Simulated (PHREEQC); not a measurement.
# Brine

Consider water at 25 °C with 0.58 mol/kgw Na2CO3, 1.8 mol/kgw KCl and 5.1e-05 mol/kgw H4SiO4. Closed to the air; pH follows from the charge balance.

Model: Pitzer model, pitzer.dat, run in PHREEQC.

This is a speciation only: nothing precipitates in the calculation.

What pH, osmotic coefficient, activity of water does the model give?

pH 11.57; osmotic coefficient 0.893; activity of water 0.918.

In which forms is Si present?

H3SiO4- 58 %, H2SiO4-2 42 % of the Si.

In brines, pH and single-ion activities rest on the MacInnes convention.
